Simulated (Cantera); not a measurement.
## CS2 + H2 (abatement and gas-phase synthesis)

A closed system holds: 1 mol CS2, 0.15 mol H2, held at 4.50 Torr.

Equilibrium computed with Cantera from the NASA thermochemical tables; the gas is ideal and each condensed phase is pure. Candidate condensed phases: C, C6H6, C7H8, C8H18, S; 83 gas species. Rates play no part.

| T (°C) | x CS2 | x CS | x S2 | x H2 | x H2S | n C(graphite) |
|---|---|---|---|---|---|---|
| 1302 | 0.709 | 0.0173 | 0.142 | 0.119 | 0.00895 | 0.161 |
| 1327 | 0.704 | 0.0223 | 0.142 | 0.120 | 0.00807 | 0.159 |
| 1352 | 0.697 | 0.0285 | 0.143 | 0.120 | 0.00729 | 0.156 |
| 1377 | 0.689 | 0.0362 | 0.143 | 0.120 | 0.00658 | 0.152 |
| 1402 | 0.681 | 0.0455 | 0.143 | 0.120 | 0.00595 | 0.147 |
| 1427 | 0.670 | 0.0567 | 0.142 | 0.119 | 0.00537 | 0.141 |
| 1452 | 0.658 | 0.0701 | 0.141 | 0.118 | 0.00485 | 0.133 |
| 1477 | 0.644 | 0.0860 | 0.139 | 0.118 | 0.00437 | 0.123 |
| 1502 | 0.628 | 0.105 | 0.137 | 0.116 | 0.00394 | 0.110 |
| 1527 | 0.610 | 0.126 | 0.135 | 0.115 | 0.00354 | 0.0955 |
| 1552 | 0.589 | 0.151 | 0.131 | 0.113 | 0.00317 | 0.0776 |
x: gas mole fraction; n: condensed amount in mol.

From 1302 °C to 1552 °C the condensed part is C(graphite). The main C-bearing gas is CS2 throughout. The share of C in condensed phases is highest at 1302 °C (16.1 %) and lowest at 1552 °C (7.8 %).
